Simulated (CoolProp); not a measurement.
A single-stage vapour-compression cycle with the fluid: evaporating at 329.15 K (dew point), condensing at 390.15 K (bubble point), superheat 2 K, subcooling 8 K, compressor efficiency 0.7, no pressure losses. The same conditions are run with several fluids, on thermodynamics alone (safety and materials aside).

The numbers come from the reference Helmholtz-energy equation of state of each fluid (R1336mzz(Z): McLinden 2020; isohexane: Lemmon 2006; benzene: Thol 2012; R123: Younglove 1994; cyclohexane: Zhou 2014; R245ca: Zhou 2016) in CoolProp.

Rank R1336mzz(Z), isohexane, benzene, R123, cyclohexane, R245ca by cooling COP, highest first.

benzene (3.27), cyclohexane (3.13), R123 (2.88), isohexane (2.82), R245ca (2.72), R1336mzz(Z) (2.61)

```
fluid        pressure ratio  discharge temperature (K)  refrigerating effect (kJ/kg)  volumetric capacity (kJ/m³)
-----------  --------------  -------------------------  ----------------------------  ---------------------------
R1336mzz(Z)            4.77                      390.1                          83.5                         1180
isohexane              5.20                      390.2                           195                          565
benzene                6.16                      407.7                           312                          408
R123                   4.43                      393.5                           100                         1540
cyclohexane            5.95                      390.2                           262                          369
R245ca                 4.65                      390.2                           108                         1670
```

The compression ends wet for: R1336mzz(Z); isohexane; cyclohexane; R245ca.
